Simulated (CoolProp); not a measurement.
A simple Rankine cycle with carbonyl sulfide: condensing at 315.15 K, boiler at 5.36 MPa, turbine inlet 408.7 K, turbine efficiency 0.7, pump efficiency 0.8, no recuperator. Each further row changes one setting.

Model: reference Helmholtz-energy equation of state, Lemmon 2006, in CoolProp. It is a short technical equation, of lower accuracy than the large ones.

| case | thermal efficiency (%) | net work (kJ/kg) | heat in (kJ/kg) | turbine exit temperature (K) | volume ratio over the turbine |
|---|---|---|---|---|---|
| as stated | 8.7 | 23.3 | 268 | 336.0 | 2.63 |
| turbine inlet 428.7 K | 9.1 | 26.6 | 291 | 357.4 | 2.60 |
| condensing temperature 307.15 K | 9.9 | 27.6 | 279 | 325.5 | 3.11 |
| boiler pressure 3.75 MPa | 6.4 | 18.5 | 289 | 364.3 | 1.86 |
| turbine efficiency 0.6 | 7.2 | 19.3 | 268 | 340.3 | 2.69 |
